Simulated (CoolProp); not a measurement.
R134a at 414.95 K and 0.801 MPa flows at 4.8 m/s in a round tube of 20 mm bore and 45 µm roughness, fully developed (64/Re and Nu = 3.66 if laminar; Colebrook and Gnielinski if turbulent). Each further row changes one setting.

Values from CoolProp's reference Helmholtz-energy equation of state, Tillner-Roth 1994.

```csv
case,Reynolds number,Darcy friction factor,pressure drop (Pa/m),heat-transfer coefficient (W/(m² K)),mass flow (kg/h)
as stated,145000,0.0253,363,453,135
velocity 9.6 m/s,291000,0.0247,1420,889,270
diameter 40 mm,291000,0.0211,152,376,541
```

Viscosity comes from a separate model (Huber 2003), an estimate that may be off by 10 % or more. Thermal conductivity comes from a separate model (McLinden 2000), an estimate that may be off by 10 % or more.
